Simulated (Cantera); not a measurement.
Input: 1 mol Si, 2 mol Cl2, 0.45 mol H2, at 550 K and 3230 Torr.

Equilibrium computed with Cantera from the NASA thermochemical tables; the gas is ideal and each condensed phase is pure. Candidate condensed phases: Si; 19 gas species. The numbers say what is thermodynamically allowed, not how fast it happens.

What is the equilibrium state?


```
Quantity                             Result
--------------------------------  ---------
x(SiCl4)                              0.688
x(H2)                                 0.309
x(HCl)                              0.00127
x(SiHCl3)                           0.00127
gas amount                        1.450 mol
log10 activity of Si(s) (absent)      -9.13
```
